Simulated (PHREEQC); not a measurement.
0.1 g of hydrous ferric oxide (600 m²/g; 0.2 weak and 0.005 strong sites per Fe, Dzombak-Morel constants, diffuse double layer) in 1 kg of water with 0.01 mol/kgw of an inert sodium salt and 3.3e-06 mol/kgw PbCl2, at 25 °C; the pH is set by adding NaOH or the inert anion's acid. Oxygen alone is held at its pressure in air (log pO2 = -0.68). The system is closed to CO2. Nothing may precipitate in this run.

Base run: PHREEQC, ion-association model, wateq4f.dat. Each further column changes one thing. The table gives surface charge σ (C/m²).

| pH | base | background salt from 0.01 to 0.001 mol/kgw | oxide from 0.1 to 0.5 g/kgw | 7.3e-05 mol/kgw BaCl2 added |
|---|---|---|---|---|
| 3 | 0.325 | 0.254 | 0.326 | 0.325 |
| 3.75 | 0.246 | 0.144 | 0.247 | 0.247 |
| 4.5 | 0.161 | 0.079 | 0.161 | 0.162 |
| 4.88 | 0.125 | 0.057 | 0.124 | 0.126 |
| 5.62 | 0.071 | 0.028 | 0.070 | 0.071 |
| 6.38 | 0.035 | 0.013 | 0.035 | 0.035 |
| 7.12 | 0.015 | 0.005 | 0.015 | 0.016 |
| 7.5 | 0.009 | 0.003 | 0.008 | 0.009 |
| 8.25 | -0.001 | 0.000 | -0.002 | -0.001 |
| 9 | -0.012 | -0.004 | -0.013 | -0.011 |

The oxide is taken as insoluble; below pH 4 it would dissolve.
